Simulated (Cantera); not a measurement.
An isothermal, constant-pressure homogeneous reactor starts with C₂H₆ : N₂ = 1 : 60 (molar parts), at 1850 K and 10.00 Torr.

Computed with Cantera and GRI-Mech 3.0 (53 species, 325 reactions). GRI-Mech 3.0 stops at C3 and has no aromatics, soot or wall deposition, so with more carbon than oxygen in the feed, carbon stays in small species such as C2H2 where larger ones or solid carbon would form. Radical loss at walls, strong at low pressure, is not modelled.

One state of this run: x C₂H₆ = 0.0154; x CH₂ = 2.03e-7; x C₂H₂ = 6.12e-10; x HCN = 2.14e-12; x H₂ = 1.06e-6. x: mole fraction; the columns are a selection and need not sum to one.

### Question
Which value of t (s) does it belong to?
A) 0.000932
B) 90.0
C) 2.03e-5
D) 0.00631

### Answer
C, 2.03e-5
